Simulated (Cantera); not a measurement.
A perfectly stirred reactor is fed with CH₃OH : O₂ : N₂ = 1 : 1.61 : 6.06 (molar parts), at 0.987 atm; it is adiabatic with a 750 K inlet, and is followed from long to short residence time, starting on the burning branch (τ in s: 0.46, 0.16, 0.056, 0.019, 0.0068, 0.0024, 0.00083, 0.00029, 0.0001, 3.5e-05, 1.2e-05, 4.3e-06).

Detailed kinetics in Cantera: GRI-Mech 3.0 (53 species, 325 reactions). GRI-Mech 3.0 was tuned for natural gas; its chemistry of methanol as a main component is partial and can be far from experiment.

Question: What does this change do: 0.63 parts H2 added?

Answer: 
| quantity | before | after |
|---|---|---|
| blow-out, bracketed by the residence times tried | burning at 35.0 µs, out at 12.0 µs | burning at 35.0 µs, out at 12.0 µs |
| x(CH₃OH) at τ = 0.460 s | 9.44e-8 | 6.63e-8 |
| x(O₂) at τ = 0.460 s | 0.0173 | 0.00362 |
| x(CO₂) at τ = 0.460 s | 0.0931 | 0.0679 |
| x(HCN) at τ = 0.460 s | 8.57e-9 | 1.54e-8 |
| x(CH₂CO) at τ = 0.460 s | 9.65e-12 | 2.58e-11 |
| x(CH₃OH) at τ = 0.830 ms | 2.30e-5 | 1.55e-5 |
| x(O₂) at τ = 0.830 ms | 0.0288 | 0.0127 |
| x(CO₂) at τ = 0.830 ms | 0.0767 | 0.0581 |
| x(HCN) at τ = 0.830 ms | 9.68e-8 | 2.71e-7 |
| x(CH₂CO) at τ = 0.830 ms | 4.87e-9 | 5.66e-9 |

Question: What does this change do: pressure from 0.987 atm to 9.87 atm?

Answer: 
```csv
quantity,before,after
"blow-out, bracketed by the residence times tried","burning at 35.0 µs, out at 12.0 µs","burning at 12.0 µs, out at 4.30 µs"
x(CH₃OH) at τ = 0.460 s,9.44e-8,1.53e-8
x(O₂) at τ = 0.460 s,0.0173,0.0136
x(CO₂) at τ = 0.460 s,0.0931,0.0999
x(HCN) at τ = 0.460 s,8.57e-9,3.49e-9
x(CH₂CO) at τ = 0.460 s,9.65e-12,7.38e-12
x(CH₃OH) at τ = 0.830 ms,2.30e-5,6.99e-6
x(O₂) at τ = 0.830 ms,0.0288,0.0172
x(CO₂) at τ = 0.830 ms,0.0767,0.0968
x(HCN) at τ = 0.830 ms,9.68e-8,2.18e-7
x(CH₂CO) at τ = 0.830 ms,4.87e-9,3.82e-9
```
